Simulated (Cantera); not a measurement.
**Thermodynamics of boron, boron nitride and boron oxide, feed B2O3 + H2O + H2 + NH3**

Input: 1 mol B2O3, 11 mol H2O, 0.2 mol H2, 1.9 mol NH3, at 66000 Pa.

Cantera equilibrium calculation (NASA polynomials, part measured and part estimated; ideal gas, pure solids and liquids). Candidate condensed phases: B, BN, B2O3, B3O3H3, H2O; 39 gas species. Gases not in the tables: H3BO3. Rates play no part.

| T (°C) | x H2O | x H2 | x HBO2 | x N2 | x (HBO2)3 | n B2O3(l) |
|---|---|---|---|---|---|---|
| 677 | 0.713 | 0.205 | 9.02e-6 | 0.0639 | 0.0177 | 0.604 |
| 877 | 0.725 | 0.204 | 0.000414 | 0.0635 | 0.00711 | 0.837 |
| 1077 | 0.724 | 0.203 | 0.00574 | 0.0633 | 0.00352 | 0.877 |
| 1277 | 0.698 | 0.200 | 0.0382 | 0.0622 | 0.00194 | 0.662 |
| 1477 | 0.627 | 0.191 | 0.120 | 0.0594 | 0.000508 | 0 |
| 1677 | 0.627 | 0.190 | 0.120 | 0.0593 | 1.19e-5 | 0 |
| 1877 | 0.626 | 0.189 | 0.118 | 0.0593 | 5.63e-7 | 0 |
x: gas mole fraction; n: condensed amount in mol.

From 677 °C to 1277 °C the condensed part is B2O3(l). From 1477 °C to 1877 °C nothing is condensed.
